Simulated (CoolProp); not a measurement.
A single-stage vapour-compression cycle with CH3F (R41): evaporating at 203.15 K (dew point), condensing at 249.15 K (bubble point), superheat 10 K, subcooling 0 K, compressor efficiency 0.8, no pressure losses. Each further row changes one setting.

Model: reference Helmholtz-energy equation of state, Lemmon 2006, in CoolProp. It is a short technical equation, of lower accuracy than the large ones.

| case | cooling COP | pressure ratio | discharge temperature (K) | refrigerating effect (kJ/kg) | volumetric capacity (kJ/m³) |
|---|---|---|---|---|---|
| as stated | 2.71 | 6.37 | 349.4 | 388 | 1230 |
| evaporating temperature 208.15 K | … | … | 335.8 | 391 | 1560 |
| condensing temperature 244.15 K | 3.13 | … | 335.6 | 399 | 1260 |
| subcooling 5 K | 2.79 | 6.37 | 349.4 | 399 | 1260 |
| superheat 20 K | 2.65 | 6.37 | … | 400 | 1200 |
| compressor efficiency 0.7 | 2.37 | 6.37 | … | 388 | 1230 |

**Question.** What belongs in the gaps?

**Answer.** 
- evaporating temperature 208.15 K, cooling COP: 3.20
- evaporating temperature 208.15 K, pressure ratio: 4.99
- condensing temperature 244.15 K, pressure ratio: 5.40
- superheat 20 K, discharge temperature (K): 364.4
- compressor efficiency 0.7, discharge temperature (K): 365.1
